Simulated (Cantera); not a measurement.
An isothermal plug-flow reactor at 1225 K and 3750 Torr (inlet), inlet velocity 2.2 m/s, active area per volume 150 1/m; feed CH4 : O2 : N2 : H2O = 0.0032 : 0.066 : 0.79 : 0.03 (molar parts), equivalence ratio 0.097.

Model: Deutschmann's 1995 Pt surface mechanism with GRI-Mech 3.0 gas chemistry, integrated in Cantera. Catalytic surfaces can have several steady states; this one follows from the mechanism file's or the stated starting coverage. Mass transfer to the wall is taken as infinitely fast.

x: gas mole fraction; θ: surface coverage.

| z (m) | x CH4 | x O2 | x H2O | x CO2 | x CO | θ free Pt | θ O* | θ OH* |
|---|---|---|---|---|---|---|---|---|
| 8.9e-05 | 0.00359 | 0.0742 | 0.0338 | [?] | 9.67e-7 | 0.354 | 0.642 | 0.00460 |
| 0.00015 | 0.00359 | 0.0742 | 0.0338 | [?] | 1.50e-6 | 0.354 | 0.642 | 0.00460 |
| 0.00025 | 0.00358 | 0.0742 | 0.0338 | [?] | 2.19e-6 | 0.354 | 0.642 | 0.00460 |
| 0.00042 | 0.00356 | 0.0742 | 0.0338 | [?] | 2.99e-6 | 0.354 | 0.642 | 0.00461 |
| 0.00069 | 0.00354 | 0.0741 | 0.0338 | [?] | 3.69e-6 | 0.354 | 0.642 | 0.00461 |
| 0.0012 | 0.00349 | 0.0740 | 0.0339 | [?] | 4.23e-6 | 0.354 | 0.642 | 0.00461 |
| 0.0019 | 0.00342 | 0.0739 | 0.0340 | [?] | 4.57e-6 | 0.354 | 0.642 | 0.00462 |
| 0.0032 | 0.00329 | 0.0737 | 0.0342 | [?] | 5.40e-6 | 0.354 | 0.641 | 0.00464 |
| 0.0054 | 0.00302 | 0.0733 | 0.0347 | [?] | 1.07e-5 | 0.354 | 0.641 | 0.00467 |
| 0.0089 | 0.00203 | 0.0717 | 0.0363 | [?] | 0.000104 | 0.357 | 0.638 | 0.00479 |

### Question
What belongs in the gaps?

### Answer

- 8.9e-05, x CO2: 5.41e-6
- 0.00015, x CO2: 9.25e-6
- 0.00025, x CO2: 1.57e-5
- 0.00042, x CO2: 2.70e-5
- 0.00069, x CO2: 4.56e-5
- 0.0012, x CO2: 8.12e-5
- 0.0019, x CO2: 0.000130
- 0.0032, x CO2: 0.000222
- 0.0054, x CO2: 0.000385
- 0.0089, x CO2: 0.00104
